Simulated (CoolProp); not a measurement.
The fluid at 298.15 K and 1.23 MPa is compressed adiabatically to 4.52 MPa with isentropic efficiency 0.7. The same conditions are run with several fluids, on thermodynamics alone (safety and materials aside).

Model: reference Helmholtz-energy equation of state of each fluid (carbon dioxide: Span 1996; sulfur hexafluoride: Guder 2009; nitrogen: Span 2000; hydrogen chloride: Thol 2018; ethane: Bücker 2006), in CoolProp.

```json
[
 {"fluid": "carbon dioxide", "work (kJ/kg)": "113", "final temperature (K)": "431.4", "final phase": "gas", "final density (kg/m³)": "59.0"},
 {"fluid": "sulfur hexafluoride", "work (kJ/kg)": "25.5", "final temperature (K)": "357.9", "final phase": "supercritical", "final density (kg/m³)": "330"},
 {"fluid": "nitrogen", "work (kJ/kg)": "201", "final temperature (K)": "489.5", "final phase": "supercritical", "final density (kg/m³)": "30.5"},
 {"fluid": "hydrogen chloride", "work (kJ/kg)": "141", "final temperature (K)": "481.3", "final phase": "gas", "final density (kg/m³)": "43.6"},
 {"fluid": "ethane", "work (kJ/kg)": "148", "final temperature (K)": "391.1", "final phase": "gas", "final density (kg/m³)": "49.0"}
]
```
